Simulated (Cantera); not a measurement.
An isothermal, constant-pressure homogeneous reactor starts with NO : N2 = 1 : 0.61 (molar parts), at 1975 K and 12.8 Torr.

Computed with Cantera and GRI-Mech 3.0 (53 species, 325 reactions). Radical loss at walls, strong at low pressure, is not modelled.

Problem. Predict: x(NO) at 50.0 s; x(O2) at 50.0 s; x(N2O) at 50.0 s; x(N2) at 50.0 s; x(NO2) at 50.0 s; x(O) at 50.0 s.

Solution. 
* **x(NO) at 50.0 s**: 0.0243 (gas-phase equilibrium 0.00806)
* **x(O2) at 50.0 s**: 0.297 (gas-phase equilibrium 0.305)
* **x(N2O) at 50.0 s**: 1.68e-7 (gas-phase equilibrium 5.52e-8)
* **x(N2) at 50.0 s**: 0.676 (gas-phase equilibrium 0.685)
* **x(NO2) at 50.0 s**: 6.77e-6 (gas-phase equilibrium 2.27e-6)
* **x(O) at 50.0 s**: 0.00232 (gas-phase equilibrium 0.00235)
